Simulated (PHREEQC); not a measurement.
Synthetic water in mg/L, 25 °C, pH 5.73, pe 8.5:

| constituent | mg/L |
|---|---|
| Na | 2.37 |
| K | 0.00292 |
| Ca | 0.707 |
| Mg | 0.114 |
| Cl | 0.399 |
| S(6) as SO4 | 3.24 |
| Alkalinity as HCO3 | 7.88 |
| Si as SiO2 | 0.125 |
| Cu(2) | 0.00198 |
| Zn | 0.00695 |
| Pb | 0.0287 |
| B | 0.00355 |
| Li | 0.000155 |

Valence states are taken as typed.

Computed with PHREEQC (ion-association model, wateq4f.dat).

The ionic strength is 0.000236 mol/kgw and the charge-balance error is -16.6 %.

| species | molality | activity | log γ |
|---|---|---|---|
| CO2 | 0.000539 | 0.000539 | 0.000 |
| HCO3- | 0.000131 | 0.000129 | -0.008 |
| Na+ | 0.000103 | 0.000101 | -0.008 |
| SO4-2 | 3.36e-5 | 3.13e-5 | -0.031 |
| Ca+2 | 1.75e-5 | 1.63e-5 | -0.031 |
| Cl- | 1.13e-5 | 1.11e-5 | -0.008 |

Precipitation was switched off in this run.
